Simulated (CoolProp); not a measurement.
The fluoroketone C6F12O (FK-5-1-12) at 303.9 K and 0.0283 MPa is throttled through a valve to 0.0138 MPa with no heat exchange. Each further row changes one setting.

Values from CoolProp's reference Helmholtz-energy equation of state, McLinden 2015.

```tsv
case	temperature change (K)	final density (kg/m³)
as stated	-0.4	1.75
outlet pressure 0.00414 MPa	-0.7	0.521
outlet pressure 0.0179 MPa	-0.3	2.27
```
